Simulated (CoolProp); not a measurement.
R152A at 293.15 K and 2.19 MPa flows at 6.3 m/s in a round tube of 12.7 mm bore and 45 µm roughness, fully developed (64/Re and Nu = 3.66 if laminar; Colebrook and Gnielinski if turbulent). Each further row changes one setting.

Values from CoolProp's reference Helmholtz-energy equation of state, Outcalt 1996. It is a modified Benedict-Webb-Rubin equation, recast in Helmholtz form.

```csv
case,Reynolds number,Darcy friction factor,pressure drop (Pa/m),heat-transfer coefficient (W/(m² K)),mass flow (kg/h)
as stated,418000,0.0277,39800,19600,2640
velocity 12.6 m/s,836000,0.0276,158000,39100,5270
diameter 25.4 mm,836000,0.0229,16400,16900,10500
```

Viscosity comes from a separate model (Bell 2016), an estimate that may be off by 10 % or more. Thermal conductivity comes from a separate model (Krauss 1996).
